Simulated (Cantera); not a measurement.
Charge: 1 mol SiC, 0.011 mol O2, 190 mol H2, held at 950 K and 4.20e-6 bar.

Method: chemical equilibrium by Gibbs-energy minimisation in Cantera with the NASA 1993 tables (ideal gas, pure condensed phases). Candidate condensed phases: C, C6H6, C7H8, C8H18, H2O, Si, SiC, SiO2; 123 gas species. Rates play no part.

Base state: H2 1.000, CO 3.89e-5 (mole fractions); condensed: SiC(s) + SiO2(β-quartz).

Question: What changes in the equilibrium state with this change: SiC replaced by Si?

Answer: 
| species | before | after |
|---|---|---|
| H2 | 1.000 | 1.000 |
| SiO | 1.03e-6 | 1.37e-5 |
| CO | 3.89e-5 | 0 |
| SiC(s), mol | 0.993 | 0 |
| SiO2(β-quartz), mol | 0.00720 | 0.00970 |
| Si(s), mol | 0 | 0.988 |
